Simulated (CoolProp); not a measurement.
Vapour-liquid equilibrium of cyclohexane (1) + p-xylene (2) at 0.0122 MPa; x and y are mole fractions of (1).

Computed with CoolProp (multi-fluid Helmholtz-energy mixture model, Zhou 2014 and Zhou 2012; pair parameters Bell 2016).

```tsv
x	bubble temperature, mixture model (K)	bubble temperature, Raoult's law (K)	y, mixture model	y, Raoult's law
0.05	[?]	340.3	0.340	0.271
0.15	326.0	330.3	0.649	0.578
0.25	318.5	322.9	0.780	0.736
0.35	313.3	317.1	0.849	0.827
0.45	[?]	312.5	0.892	0.884
0.55	306.4	308.6	0.921	0.923
0.65	303.8	305.3	0.943	0.950
0.75	301.6	302.5	[?]	0.969
0.85	299.6	300.0	0.978	0.984
0.95	297.7	297.7	0.993	0.995
```

Some entries are withheld; supply them.


- 0.05, bubble temperature, mixture model (K): 337.9
- 0.45, bubble temperature, mixture model (K): 309.4
- 0.75, y, mixture model: 0.962

The largest gap from Raoult's law is -4.4 K in bubble temperature, at x = 0.25. No azeotrope shows between x = 0.05 and 0.95.

The pair parameters rest on a limited set of measurements; away from them the model extrapolates.
